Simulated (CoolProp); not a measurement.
Ethylene at several states: fugacity coefficient from the reference equation and from simpler models built on Tc = 282.4 K, pc = 5.042 MPa, ω = 0.087; each cubic takes its own stable root.

Model: reference Helmholtz-energy equation of state, Smukala 2000, in CoolProp.

| T (K) | p (MPa) | phase | reference | van der Waals | Redlich-Kwong | Peng-Robinson |
|---|---|---|---|---|---|---|
| 278.2 | 16 | liquid | … | 0.3402 | … | 0.2710 |
| 321.7 | 3.41 | gas | … | 0.8565 | … | 0.8347 |
| 155.9 | 3.03 | liquid | 0.01535 | 0.09642 | 0.01486 | 0.01570 |
| 386.8 | 11.3 | supercritical | 0.7632 | … | 0.7516 | 0.7382 |
| 319.5 | 0.114 | gas | 0.9948 | 0.9951 | 0.9946 | 0.9940 |
| 381.5 | 4.06 | gas | … | 0.8912 | 0.8951 | 0.8854 |

Q: What belongs in the gaps?

A: 
- 278.2, reference: 0.2795
- 278.2, Redlich-Kwong: 0.2929
- 321.7, reference: 0.8534
- 321.7, Redlich-Kwong: 0.8491
- 386.8, van der Waals: 0.7279
- 381.5, reference: 0.9015
